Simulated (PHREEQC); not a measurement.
A PHREEQC speciation (ion-association model, phreeqc.dat) at 25 °C gives pH 12.97 and these molalities:

| species | mol/kgw |
|---|---|
| OH- | 0.134 |
| Ba+2 | 0.0632 |
| BaOH+ | 0.00780 |

Question: What are the element totals, and what could have been dissolved in 1 kg of water to give them?

Answer: One answer among several that fit: totals Ba 0.0710 mol/kgw, from 0.071 mol/kgw Ba(OH)2.

No solid was allowed to form. Species that the database lacks are ignored.
